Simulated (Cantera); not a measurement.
Feed: 1 mol B2O3, 0.3 mol N2, 0.59 mol NH3, equilibrated at 0.00130 bar.

Cantera equilibrium calculation (NASA polynomials, part measured and part estimated; ideal gas, pure solids and liquids). Candidate condensed phases: B, BN, B2O3, B3O3H3, H2O; 39 gas species. Mutual solubility and eutectic melting of coexisting phases are not modelled. Kinetics and transport are ignored.

Problem. What share of the B ends up in condensed phases as a function of T (°C), at 675, 775, 875, 975, 1075, 1175, 1275?

Solution. 
| T (°C) | B condensed (%) | as |
|---|---|---|
| 675 | 100.0 | BN(s) + B2O3(l) |
| 775 | 100.0 | BN(s) + B2O3(l) |
| 875 | 100.0 | BN(s) + B2O3(l) |
| 975 | 99.9 | BN(s) + B2O3(l) |
| 1075 | 99.6 | BN(s) + B2O3(l) |
| 1175 | 98.1 | BN(s) + B2O3(l) |
| 1275 | 89.3 | B2O3(l) |
